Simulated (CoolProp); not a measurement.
Vapour-liquid equilibrium of CF4 (R14) (1) + R13 (2) at 170.6 K; x and y are mole fractions of (1).

Computed with CoolProp (multi-fluid Helmholtz-energy mixture model, Platzer 1990 and Platzer 1990; pair parameters Bell 2016). This equation is an older, rougher fit; its heat capacities, sound speeds and derivatives of the liquid may be far off and weren't checked against measurements.

Task: Give the bubble pressure and the first vapour's composition at x = 0.05, 0.25, 0.45. Is there an azeotrope?

Result: x = 0.05: 58.37 kPa, y = 0.539; x = 0.25: 161.3 kPa, y = 0.858; x = 0.45: 243.5 kPa, y = 0.923. No azeotrope shows between x = 0.05 and 0.95.

Pair parameters are fitted to limited data, so mixtures are less certain than the pure fluids.
